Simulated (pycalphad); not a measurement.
CALPHAD calculation (pycalphad, COST 507 light-alloy database (1999)), 1 atm. The database dates from 1999; later assessments differ in places, in temperatures and in the compounds included. Kinetics are ignored, which matters at the lower temperatures.

Molar enthalpy of Hf-0.03856C (wt.%) in equilibrium (SER reference):

```json
[
 {"T (°C)": "3027", "H (kJ/mol)": "139.33", "phases": "LIQUID"},
 {"T (°C)": "2877", "H (kJ/mol)": "132.75", "phases": "LIQUID"},
 {"T (°C)": "2727", "H (kJ/mol)": "126.16", "phases": "LIQUID"},
 {"T (°C)": "2577", "H (kJ/mol)": "119.58", "phases": "LIQUID"},
 {"T (°C)": "2427", "H (kJ/mol)": "112.99", "phases": "LIQUID"},
 {"T (°C)": "2352", "H (kJ/mol)": "109.70", "phases": "LIQUID"},
 {"T (°C)": "2277", "H (kJ/mol)": "106.41", "phases": "LIQUID"},
 {"T (°C)": "2202", "H (kJ/mol)": "76.37", "phases": "BCC_A2 + HCP_A3"},
 {"T (°C)": "2127", "H (kJ/mol)": "73.21", "phases": "BCC_A2 + HCP_A3"},
 {"T (°C)": "1977", "H (kJ/mol)": "66.96", "phases": "BCC_A2 + HCP_A3"},
 {"T (°C)": "1827", "H (kJ/mol)": "59.71", "phases": "HCP_A3 + BCC_A2"},
 {"T (°C)": "1677", "H (kJ/mol)": "51.52", "phases": "HCP_A3"},
 {"T (°C)": "1527", "H (kJ/mol)": "45.80", "phases": "HCP_A3"},
 {"T (°C)": "1377", "H (kJ/mol)": "40.26", "phases": "HCP_A3"},
 {"T (°C)": "1227", "H (kJ/mol)": "34.91", "phases": "HCP_A3"},
 {"T (°C)": "1077", "H (kJ/mol)": "29.74", "phases": "HCP_A3"},
 {"T (°C)": "927", "H (kJ/mol)": "24.76", "phases": "HCP_A3"},
 {"T (°C)": "777", "H (kJ/mol)": "19.96", "phases": "HCP_A3"},
 {"T (°C)": "627", "H (kJ/mol)": "15.34", "phases": "HCP_A3"},
 {"T (°C)": "477", "H (kJ/mol)": "10.91", "phases": "HCP_A3"},
 {"T (°C)": "327", "H (kJ/mol)": "6.66", "phases": "HCP_A3"}
]
```

Cooling from 2277 °C to 2202 °C, across the freezing range, releases 30.0 kJ/mol, or 169 J/g. The slope is 44 J/(mol K) in the liquid and 42 J/(mol K) just below the solidus, where it includes any heat of precipitation. Liquidus 2223 °C, solidus 2206 °C. Changes were sought between steps of 75 K, so a narrower field can be missed.

BCC_A2 is bcc; HCP_A3 is hcp.
